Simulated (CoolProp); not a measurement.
Properties of oxygen along the isotherm 233.8 K (Tc = 154.6 K, pc = 5.046 MPa, ω = 0.022).

Model: reference Helmholtz-energy equation of state, Schmidt 1985, in CoolProp.

```
p (MPa)          phase       Z  Prandtl number
-------  -------------  ------  --------------
0.16               gas  0.9972               ?
0.284              gas  0.9950           0.731
0.505              gas  0.9911           0.734
0.897              gas  0.9843           0.739
1.6                gas  0.9720           0.750
2.84               gas       ?           0.770
5.05     supercritical  0.9136           0.811
8.97     supercritical       ?           0.903
16       supercritical  0.7960               ?
28.4     supercritical  0.8578            1.13
50.5     supercritical       ?               ?
```

Q: Complete the blanks.

A: 
- 0.16, Prandtl number: 0.729
- 2.84, Z: 0.9506
- 8.97, Z: 0.8550
- 16, Prandtl number: 1.07
- 50.5, Z: 1.138
- 50.5, Prandtl number: 1.06

Viscosity comes from a separate model (Lemmon 2004). Thermal conductivity comes from a separate model (Lemmon 2004).
